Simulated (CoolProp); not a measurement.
The numbers come from the reference Helmholtz-energy equation of state, Thol 2016 in CoolProp.

Problem. For hexamethyldisiloxane (MM), give the phase and the density (kg/m³), cv (kJ/(kg K)) at 346.85 °C and 1.51 MPa; 346.85 °C and 3.02 MPa; 346.85 °C and 3.62 MPa.

Solution. 
- 346.85 °C and 1.51 MPa: gas; density 55.9, cv 2.24
- 346.85 °C and 3.02 MPa: supercritical; density 133, cv 2.26
- 346.85 °C and 3.62 MPa: supercritical; density 170, cv 2.27
